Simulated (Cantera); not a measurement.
What does this Cantera script print?

```python
import numpy as np
import cantera as ct

gas = ct.Solution("SiF4_NH3_mec.yaml", "gas")
gas.TPX = 1675, 28000, {'NH3': 1, 'N2': 12}
reactor = ct.IdealGasConstPressureReactor(gas, energy="off", clone=False)
net = ct.ReactorNet([reactor])
net.rtol, net.atol = 1e-08, 1e-18
show = ['NH3', 'N2H2', 'H2', 'N', 'N2H4', 'NH']
times = np.geomspace(2e-05, 200, 11)

steps = ct.SolutionArray(gas, extra=["t"])
rows = []
print(f"{'t/s':>10s}{'T/K':>9s}{'P/Pa':>11s}" + "".join(f"{s:>11s}" for s in show))
for t in times:
    while net.time < t:
        t_next = net.step()
        steps.append(gas.state, t=t_next)
    rows.append([np.interp(t, steps.t, y) for y in (steps.T, steps.P, *steps(*show).X.T)])
    print(f"{t:10.3e}{rows[-1][0]:9.1f}{rows[-1][1]:11.4g}" + "".join(f"{x:11.3e}" for x in rows[-1][2:]))
rate = np.gradient(steps.T, steps.t)
print("integrator steps:", len(steps.t))
if steps.T.max() > steps.T[0] + 200:
    print(f"time of steepest temperature rise: {steps.t[rate.argmax()]:.4e} s")
gas.TPX = 1675, 28000, {'NH3': 1, 'N2': 12}
gas.equilibrate("TP")
print(f"equilibrium (TP): T = {gas.T:.1f} K  " + "  ".join(f"{s} {gas[s].X[0]:.3e}" for s in show))
```

Result:

```
       t/s      T/K       P/Pa        NH3       N2H2         H2          N       N2H4         NH
 2.000e-05   1675.0    2.8e+04  7.692e-02  6.659e-14  5.161e-08  1.079e-17  2.716e-14  6.921e-13
 1.002e-04   1675.0    2.8e+04  7.692e-02  5.302e-12  3.139e-07  2.245e-15  1.177e-12  2.595e-11
 5.024e-04   1675.0    2.8e+04  7.692e-02  1.882e-10  1.633e-06  4.488e-13  3.278e-11  1.125e-09
 2.518e-03   1675.0    2.8e+04  7.691e-02  5.832e-09  8.995e-06  4.269e-11  8.265e-10  3.752e-08
 1.262e-02   1675.0    2.8e+04  7.679e-02  9.998e-08  1.238e-04  6.198e-10  1.213e-08  2.784e-07
 6.325e-02   1675.0    2.8e+04  7.592e-02  1.358e-07  1.326e-03  4.489e-09  1.474e-08  4.305e-07
 3.170e-01   1675.0    2.8e+04  7.168e-02  1.234e-07  7.244e-03  2.434e-08  1.057e-08  6.291e-07
 1.589e+00   1675.0    2.8e+04  5.487e-02  7.971e-08  3.067e-02  5.472e-08  5.559e-09  6.783e-07
 7.962e+00   1675.0    2.8e+04  2.002e-02  1.824e-08  7.923e-02  5.079e-08  1.070e-09  4.127e-07
 3.991e+01   1675.0    2.8e+04  1.855e-03  5.012e-10  1.045e-01  1.877e-08  2.183e-11  9.395e-08
 2.000e+02   1675.0    2.8e+04  1.649e-04  6.088e-12  1.069e-01  2.705e-09  2.365e-13  1.150e-08
integrator steps: 1580
equilibrium (TP): T = 1675.0 K  NH3 3.544e-07  N2H2 6.997e-15  H2 1.071e-01  N 5.964e-12  N2H4 1.114e-18  NH 2.513e-11
```

Computed with Cantera and the gas-phase N/H chemistry of the illustrative SiF4/NH3 mechanism in the Surface Chemkin manual (1991). Walls and surfaces, which speed up NH3 decomposition in real reactors, are not modelled.
